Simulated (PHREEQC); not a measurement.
Consider water at 20 °C with 0.056 mol/kgw HBr and 0.00017 mol/kgw ZnSO4. Closed to the air; pH follows from the charge balance.

Equilibrium calculation in PHREEQC: ion-association model, wateq4f.dat.

```csv
quantity,before,after
pH,1.32,1.33
ionic strength (mol/kgw),0.0564,0.0603
ZnSO4 (mol/kgw),4.08e-7,3.87e-5
SI of Goslarite (ZnSO4:7H2O),-6.74,-4.76
SI of Zincite(c) (ZnO),-12.87,-11.87
```

Q: What was changed between the two runs?
A) 0.0045 mol/kgw Na2CO3 added
B) 0.0036 mol/kgw NiSO4 added
C) ZnSO4 from 0.00017 to 0.0017 mol/kgw
D) HBr from 0.056 to 0.0504 mol/kgw

A: C, ZnSO4 from 0.00017 to 0.0017 mol/kgw

This is a speciation only: nothing precipitates in the calculation.
